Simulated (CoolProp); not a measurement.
Vapour-liquid equilibrium of R152A (1) + isobutene (2) at 0.39 MPa; x and y are mole fractions of (1).

The numbers come from the multi-fluid Helmholtz-energy mixture model, Outcalt 1996 and Lemmon 2005; pair parameters Bell 2016 in CoolProp.

Task: Give the bubble temperature and the first vapour's composition at x = 0.125, 0.35, 0.575. Is there an azeotrope?

Result: x = 0.125: 296.3 K, y = 0.324; x = 0.35: 288.4 K, y = 0.561; x = 0.575: 285.2 K, y = 0.687. y crosses x between x = 0.8 and 0.875: the model has an azeotrope there.

The pair parameters rest on a limited set of measurements; away from them the model extrapolates.
